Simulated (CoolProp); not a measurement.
A simple Rankine cycle with benzene: condensing at 321.15 K, boiler at 0.177 MPa, turbine inlet 374.5 K, turbine efficiency 0.7, pump efficiency 0.8, no recuperator. Each further row changes one setting.

Values from CoolProp's reference Helmholtz-energy equation of state, Thol 2012.

```json
[
 {"case": "as stated", "thermal efficiency (%)": "8.7", "net work (kJ/kg)": "?", "heat in (kJ/kg)": "478", "turbine exit temperature (K)": "?", "volume ratio over the turbine": "4.95"},
 {"case": "turbine inlet 394.5 K", "thermal efficiency (%)": "8.8", "net work (kJ/kg)": "?", "heat in (kJ/kg)": "507", "turbine exit temperature (K)": "358.4", "volume ratio over the turbine": "4.95"},
 {"case": "condensing temperature 313.15 K", "thermal efficiency (%)": "10.0", "net work (kJ/kg)": "49.1", "heat in (kJ/kg)": "493", "turbine exit temperature (K)": "?", "volume ratio over the turbine": "6.69"},
 {"case": "boiler pressure 0.124 MPa", "thermal efficiency (%)": "?", "net work (kJ/kg)": "?", "heat in (kJ/kg)": "481", "turbine exit temperature (K)": "346.1", "volume ratio over the turbine": "3.50"},
 {"case": "turbine efficiency 0.6", "thermal efficiency (%)": "7.5", "net work (kJ/kg)": "35.7", "heat in (kJ/kg)": "478", "turbine exit temperature (K)": "342.7", "volume ratio over the turbine": "?"}
]
```

**Question.** What belongs in the gaps?

**Answer.** 
- as stated, net work (kJ/kg): 41.7
- as stated, turbine exit temperature (K): 337.8
- turbine inlet 394.5 K, net work (kJ/kg): 44.4
- condensing temperature 313.15 K, turbine exit temperature (K): 331.2
- boiler pressure 0.124 MPa, thermal efficiency (%): 7.0
- boiler pressure 0.124 MPa, net work (kJ/kg): 33.6
- turbine efficiency 0.6, volume ratio over the turbine: 5.02
